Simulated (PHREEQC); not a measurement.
## Ultrapure water in contact with air or piping

Model water analysis in mg/L, 20 °C, pH 6.29, pe 9.5: Na 0.199; K 0.00776; Ca 0.114; Mg 0.00923; Cl 0.279; S(6) as SO4 0.099; Alkalinity as HCO3 0.318; Si as SiO2 0.000403; Li 0.000984.

Valence states are taken as typed.

Model: ion-association model, phreeqc.dat, run in PHREEQC.

Each row changes one thing in this solution. No solid was allowed to form.

```csv
case,CO2 (mol/kgw),HCO3- (mol/kgw),CaSO4 (mol/kgw),CO3-2 (mol/kgw),CaHCO3+ (mol/kgw),MgSO4 (mol/kgw),SI of Quartz (SiO2)
as made,7.02e-6,5.71e-6,4.81e-10,4.76e-10,1.87e-10,7.71e-11,-4.12
all concentrations times 3 at the same typed pH,1.98e-5,1.61e-5,4.20e-9,1.36e-9,1.56e-9,___,___
Alkalinity from 0.318 to 0.159 mg/L,3.82e-6,3.11e-6,4.82e-10,2.59e-10,1.01e-10,7.72e-11,-4.12
temperature from 20 to 45 °C at the same typed pH,5.61e-6,5.65e-6,5.74e-10,___,2.46e-10,1.42e-10,-4.47
Cl from 0.279 to 0.558 mg/L,7.02e-6,5.71e-6,4.79e-10,4.77e-10,1.86e-10,7.68e-11,-4.12
```

Problem. Complete the blanks.

Solution. 
- all concentrations times 3 at the same typed pH, MgSO4 (mol/kgw): 6.73e-10
- all concentrations times 3 at the same typed pH, SI of Quartz (SiO2): -3.64
- temperature from 20 to 45 °C at the same typed pH, CO3-2 (mol/kgw): 7.13e-10

Away from 25 °C the constants follow the database's enthalpies or fits; those with neither stay at their 25 °C values.
